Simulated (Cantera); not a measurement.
Input (Python, Cantera) and output of one run.

```python
import numpy as np
import cantera as ct

gas_names = """
    Fe FeO Fe(OH)2 H HO2 H2 H2O H2O2 O OH O2 O3
""".split()
cond_names = """
    Fe(a) Fe(c) Fe(d) Fe(L) FeO(s) FeO(L) Fe(OH)2(s) Fe(OH)3(s) Fe2O3(s) Fe3O4(s) H2O(s) H2O(L)
""".split()


# ... load() reads the species with a 1 bar reference pressure and builds the phases ...
atoms = {
    'Fe3O4': {'Fe': 3, 'O': 4},
    'H2': {'H': 2},
    'H2O': {'H': 2, 'O': 1},
}
top_T = {'Fe2O3(s)': 1830, 'Fe3O4(s)': 1870}  # K; cautious upper limits of use, not melting points


# ... equilibrate(T, P, feed) seeds the gas with the atoms and calls Mixture.equilibrate('TP', solver="vcs", rtol=1e-11, max_steps=5000) ...
results = []
feed = {'Fe3O4': 1, 'H2': 0.3, 'H2O': 0.082}  # mol
P = 31  # Pa
for T in [1200, 1250, 1300, 1350, 1400, 1450, 1500, 1550, 1600, 1650, 1700]:
    mix = equilibrate(T, P, feed)
    results.append((T, P, feed, dict(zip(mix.species_names, mix.species_moles))))
    x = sorted(zip(gas.X, gas.species_names), reverse=True)
    print(f"T = {T:g} K  P = {P:g} Pa  gas = {mix.phase_moles(0):.4g} mol")
    print("   x: " + "  ".join(f"{s} {v:.3e}" for v, s in x if v > 1e-05))
    print("   condensed (mol): " + ("  ".join(f"{mix.phase(i).name} {mix.phase_moles(i):.4g}"
          for i in range(1, mix.n_phases) if mix.phase_moles(i) > 1e-12) or "none"))
```

It prints:

```
T = 1200 K  P = 31 Pa  gas = 0.382 mol
   x: H2O 9.620e-01  H2 3.798e-02
   condensed (mol): FeO(s) 0.8565  Fe3O4(s) 0.7145
T = 1250 K  P = 31 Pa  gas = 0.382 mol
   x: H2O 9.668e-01  H2 3.314e-02
   condensed (mol): FeO(s) 0.862  Fe3O4(s) 0.7127
T = 1300 K  P = 31 Pa  gas = 0.382 mol
   x: H2O 9.708e-01  H2 2.923e-02  H 1.074e-05
   condensed (mol): FeO(s) 0.8665  Fe3O4(s) 0.7112
T = 1350 K  P = 31 Pa  gas = 0.382 mol
   x: H2O 9.740e-01  H2 2.601e-02  H 2.183e-05  OH 1.327e-05
   condensed (mol): FeO(s) 0.8702  Fe3O4(s) 0.7099
T = 1400 K  P = 31 Pa  gas = 0.382 mol
   x: H2O 9.766e-01  H2 2.333e-02  H 4.220e-05  OH 3.510e-05
   condensed (mol): FeO(s) 0.8733  Fe3O4(s) 0.7089
T = 1450 K  P = 31 Pa  gas = 0.382 mol
   x: H2O 9.787e-01  H2 2.108e-02  OH 8.682e-05  H 7.798e-05
   condensed (mol): FeO(s) 0.8759  Fe3O4(s) 0.708
T = 1500 K  P = 31 Pa  gas = 0.3821 mol
   x: H2O 9.805e-01  H2 1.915e-02  OH 2.023e-04  H 1.384e-04  O2 3.025e-05  Fe(OH)2 1.525e-05
   condensed (mol): FeO(s) 0.8781  Fe3O4(s) 0.7073
T = 1550 K  P = 31 Pa  gas = 0.3822 mol
   x: H2O 9.816e-01  H2 1.750e-02  OH 4.463e-04  H 2.366e-04  O2 1.326e-04  Fe(OH)2 2.424e-05  Fe 1.057e-05
   condensed (mol): FeO(s) 0.8803  Fe3O4(s) 0.7065
T = 1600 K  P = 31 Pa  gas = 0.3825 mol
   x: H2O 9.820e-01  H2 1.605e-02  OH 9.373e-04  O2 5.314e-04  H 3.912e-04  Fe(OH)2 3.737e-05  Fe 2.647e-05  O 1.899e-05
   condensed (mol): FeO(s) 0.8831  Fe3O4(s) 0.7056
T = 1650 K  P = 31 Pa  gas = 0.3833 mol
   x: H2O 9.806e-01  H2 1.476e-02  O2 1.961e-03  OH 1.881e-03  H 6.269e-04  O 6.514e-05  Fe 6.245e-05  Fe(OH)2 5.596e-05  FeO 2.974e-05
   condensed (mol): FeO(L) 0.8882  Fe3O4(s) 0.7039
T = 1700 K  P = 31 Pa  gas = 0.3866 mol
   x: H2O 9.739e-01  H2 1.161e-02  O2 9.168e-03  OH 3.909e-03  H 9.016e-04  O 2.431e-04  Fe 1.135e-04  FeO 8.108e-05  Fe(OH)2 7.722e-05
   condensed (mol): FeO(L) 0.9096  Fe3O4(s) 0.6968
```

Method: chemical equilibrium by Gibbs-energy minimisation in Cantera with the NASA 1993 tables (ideal gas, pure condensed phases). Mutual solubility and eutectic melting of coexisting phases are not modelled. The tables' stoichiometric FeO is somewhat more stable than real wüstite, so its field is too wide. FeO: taken at fixed stoichiometry.
